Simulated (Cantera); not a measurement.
A perfectly stirred reactor is fed with CH4 : CO2 : H2 = 1 : 0.6 : 0.076 (molar parts), at 620000 Pa; it is held at 2100 K, and followed from long to short residence time.

Detailed kinetics in Cantera: GRI-Mech 3.0 (53 species, 325 reactions). GRI-Mech 3.0 stops at C3 and has no aromatics, soot or wall deposition, so with more carbon than oxygen in the feed, carbon stays in small species such as C2H2 where larger ones or solid carbon would form.

One state of this run: x CH4 = 0.00871; x CO2 = 0.00142; x H2 = 0.555; x C2H2 = 0.0623; x OH = 1.90e-6; x C2H6 = 1.97e-6; x CH2 = 7.09e-7. x: mole fraction; the columns are a selection and need not sum to one.

Which value of τ (s) does it belong to?
A) 0.23
B) 0.10
C) 0.0092
D) 0.15

B, 0.10
